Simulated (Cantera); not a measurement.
Input (Python, Cantera):

```python
import numpy as np
import cantera as ct

gas = ct.Solution("gri30.yaml")
gas.TPX = 1275, 170, {'C2H6': 1, 'H2': 3}
reactor = ct.IdealGasConstPressureReactor(gas, energy="off", clone=False)
net = ct.ReactorNet([reactor])
net.rtol, net.atol = 1e-08, 1e-18
show = ['C2H6', 'H2', 'C2H2', 'CH3', 'C2H4', 'H']
times = np.geomspace(1e-06, 2, 10)

steps = ct.SolutionArray(gas, extra=["t"])
rows = []
print(f"{'t/s':>10s}{'T/K':>9s}{'P/Pa':>11s}" + "".join(f"{s:>11s}" for s in show))
for t in times:
    while net.time < t:
        t_next = net.step()
        steps.append(gas.state, t=t_next)
    rows.append([np.interp(t, steps.t, y) for y in (steps.T, steps.P, *steps(*show).X.T)])
    print(f"{t:10.3e}{rows[-1][0]:9.1f}{rows[-1][1]:11.4g}" + "".join(f"{x:11.3e}" for x in rows[-1][2:]))
rate = np.gradient(steps.T, steps.t)
print("integrator steps:", len(steps.t))
if steps.T.max() > steps.T[0] + 200:
    print(f"time of steepest temperature rise: {steps.t[rate.argmax()]:.4e} s")
gas.TPX = 1275, 170, {'C2H6': 1, 'H2': 3}
gas.equilibrate("TP")
print(f"equilibrium (TP): T = {gas.T:.1f} K  " + "  ".join(f"{s} {gas[s].X[0]:.3e}" for s in show))
```

Result:

```
       t/s      T/K       P/Pa       C2H6         H2       C2H2        CH3       C2H4          H
 1.000e-06   1275.0        170  2.500e-01  7.500e-01  1.949e-23  1.653e-07  1.328e-14  6.743e-11
 5.013e-06   1275.0        170  2.500e-01  7.500e-01  4.586e-21  8.275e-07  7.083e-13  1.306e-09
 2.513e-05   1275.0        170  2.500e-01  7.500e-01  2.469e-18  4.119e-06  8.803e-11  2.748e-08
 1.260e-04   1275.0        170  2.500e-01  7.500e-01  2.782e-15  1.993e-05  2.036e-08  4.168e-07
 6.316e-04   1275.0        170  2.499e-01  7.500e-01  5.004e-12  8.426e-05  3.867e-06  3.515e-06
 3.166e-03   1275.0        170  2.489e-01  7.499e-01  1.891e-08  2.361e-04  3.689e-04  2.433e-05
 1.587e-02   1275.0        170  2.312e-01  7.491e-01  1.853e-05  1.211e-03  1.085e-02  9.836e-05
 7.958e-02   1275.0        170  9.473e-02  7.233e-01  2.388e-03  2.522e-03  8.103e-02  2.113e-04
 3.989e-01   1275.0        170  2.958e-03  7.048e-01  2.043e-02  3.871e-04  1.072e-01  8.246e-05
 2.000e+00   1275.0        170  9.193e-05  7.100e-01  3.719e-02  6.910e-05  9.037e-02  1.558e-05
integrator steps: 834
equilibrium (TP): T = 1275.0 K  C2H6 8.417e-08  H2 8.281e-01  C2H2 1.634e-01  CH3 2.950e-06  C2H4 9.169e-04  H 1.638e-05
```

Model: GRI-Mech 3.0 (53 species, 325 reactions), integrated in Cantera. GRI-Mech 3.0 stops at C3 and has no aromatics, soot or wall deposition, so with more carbon than oxygen in the feed, carbon stays in small species such as C2H2 where larger ones or solid carbon would form. Radical loss at walls, strong at low pressure, is not modelled.
